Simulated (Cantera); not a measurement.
A freely propagating, adiabatic, planar premixed flame of 6.93 % CH₄, 19.6 % O₂, 73.5 % N₂, unburnt at 300 K and 0.133 bar; mixture-averaged transport, grid criteria slope 0.08 and curve 0.16, no radiation.

Cantera simulation using GRI-Mech 3.0 (53 species, 325 reactions); the numbers are that mechanism's predictions, not measurements. Burning velocities carry a grid error of a few per cent, more on coarse grids.

Q: Predict: laminar burning velocity; thermal thickness; peak x(HCO); peak x(O).

A: 
| Item | Result |
|---|---|
| laminar burning velocity | 41.0 cm/s |
| thermal thickness | 2.93 mm |
| peak x(HCO) | 2.74e-5 |
| peak x(O) | 0.00581 |
